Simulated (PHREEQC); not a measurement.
Solution (11 °C): 0.28 mol Pb(NO3)2, 0.065 mol NaNO3 and 3e-05 mol Zn(NO3)2 per kg of water. Closed to the air; pH follows from the charge balance.

The numbers come from PHREEQC with the ion-association model, wateq4f.dat.

Question: The ionic strength comes out as 0.556 mol/kgw. What activity coefficients do PbOH+, Pb+2, H+, Pb2OH+3, Na+ get?

Answer: PbOH+ 0.74, Pb+2 0.30, H+ 0.76, Pb2OH+3 0.068, Na+ 0.71.

Precipitation was switched off in this run. Away from 25 °C the constants follow the database's enthalpies or fits; those with neither stay at their 25 °C values.
